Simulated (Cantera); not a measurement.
A perfectly stirred reactor is fed with 7.51 % C2H6, 16.5 % O2, 61.8 % N2, 14.3 % H2O, at 2100 Torr; it is adiabatic with a 650 K inlet, and is followed from long to short residence time, starting on the burning branch (τ in s: 0.2, 0.085, 0.037, 0.016, 0.007, 0.003, 0.0013, 0.00058, 0.00025, 0.00011, 4.7e-05, 2.1e-05).

Model: GRI-Mech 3.0 (53 species, 325 reactions), integrated in Cantera.

**Question.** Predict: blow-out, bracketed by the residence times tried; x(C2H6) at τ = 0.200 s; x(O2) at τ = 0.200 s; x(H2O) at τ = 0.200 s; x(N2O) at τ = 0.200 s; x(H2) at τ = 0.200 s; x(C2H6) at τ = 1.30 ms; x(O2) at τ = 1.30 ms; x(H2O) at τ = 1.30 ms; x(N2O) at τ = 1.30 ms; x(H2) at τ = 1.30 ms.

**Answer.** 
- blow-out, bracketed by the residence times tried = burning at 0.250 ms, out at 0.110 ms
- x(C2H6) at τ = 0.200 s = 7.54e-7
- x(O2) at τ = 0.200 s = 7.17e-5
- x(H2O) at τ = 0.200 s = 0.236
- x(N2O) at τ = 0.200 s = 1.89e-9
- x(H2) at τ = 0.200 s = 0.0869
- x(C2H6) at τ = 1.30 ms = 8.86e-5
- x(O2) at τ = 1.30 ms = 0.00380
- x(H2O) at τ = 1.30 ms = 0.248
- x(N2O) at τ = 1.30 ms = 8.81e-9
- x(H2) at τ = 1.30 ms = 0.0654
